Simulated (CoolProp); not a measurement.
Vapour-liquid equilibrium of ethylbenzene (1) + o-xylene (2) at 476.3 K; x and y are mole fractions of (1).

Computed with CoolProp (multi-fluid Helmholtz-energy mixture model, Zhou 2012 and Zhou 2012; pair parameters Bell 2016).

**Question.** Give the bubble pressure and the first vapour's composition at x = 0.5, 0.575, 0.65. Is there an azeotrope?

**Answer.** x = 0.5: 424.4 kPa, y = 0.540; x = 0.575: 430.1 kPa, y = 0.613; x = 0.65: 435.7 kPa, y = 0.684. No azeotrope shows between x = 0.05 and 0.95.

The pair parameters rest on a limited set of measurements; away from them the model extrapolates.
